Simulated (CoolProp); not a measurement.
Oxygen at 369.46 K and 1.13 MPa flows at 1.5 m/s in a round tube of 20 mm bore and 45 µm roughness, fully developed (64/Re and Nu = 3.66 if laminar; Colebrook and Gnielinski if turbulent). Each further row changes one setting.

The numbers come from the reference Helmholtz-energy equation of state, Schmidt 1985 in CoolProp.

```json
[
 {"case": "as stated", "Reynolds number": "14400", "Darcy friction factor": "___", "pressure drop (Pa/m)": "21.1", "heat-transfer coefficient (W/(m² K))": "73.5", "mass flow (kg/h)": "20.0"},
 {"case": "velocity 3 m/s", "Reynolds number": "28800", "Darcy friction factor": "___", "pressure drop (Pa/m)": "___", "heat-transfer coefficient (W/(m² K))": "136", "mass flow (kg/h)": "40.0"},
 {"case": "diameter 40 mm", "Reynolds number": "28800", "Darcy friction factor": "0.0264", "pressure drop (Pa/m)": "___", "heat-transfer coefficient (W/(m² K))": "___", "mass flow (kg/h)": "80.0"}
]
```

Q: Some entries are withheld; supply them.

A: 
- as stated, Darcy friction factor: 0.0319
- velocity 3 m/s, Darcy friction factor: 0.0287
- velocity 3 m/s, pressure drop (Pa/m): 76.2
- diameter 40 mm, pressure drop (Pa/m): 8.76
- diameter 40 mm, heat-transfer coefficient (W/(m² K)): 62.1

Above 300 K oxygen's equation is extrapolated.

Viscosity comes from a separate model (Lemmon 2004). Thermal conductivity comes from a separate model (Lemmon 2004).
